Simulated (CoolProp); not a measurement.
Properties of R410A at several states (Tc = 344.5 K, pc = 49.01 bar, ω = 0.296).

Values from CoolProp's reference Helmholtz-energy equation of state, Lemmon 2003. It is a pseudo-pure fit of the blend.

```
T (K)  p (bar)          phase  density (kg/m³)  Joule-Thomson coefficient (K/MPa)  isothermal compressibility (1/MPa)  viscosity (µPa s)
-----  -------  -------------  ---------------  ---------------------------------  ----------------------------------  -----------------
370.3      251  supercritical            955.0                             0.2370                            0.008543               94.7
296       5.37            gas            17.12                              20.87                               2.022               12.9
450.9     3.93            gas            7.694                              5.451                               2.573               19.4
315.8     2.27            gas            6.429                              16.49                               4.515               13.7
345.9     13.3            gas            37.54                              12.44                              0.8469               15.4
481.9     6.28            gas            11.53                              4.498                               1.614               20.7
```

Viscosity comes from a separate model (Geller 2000).
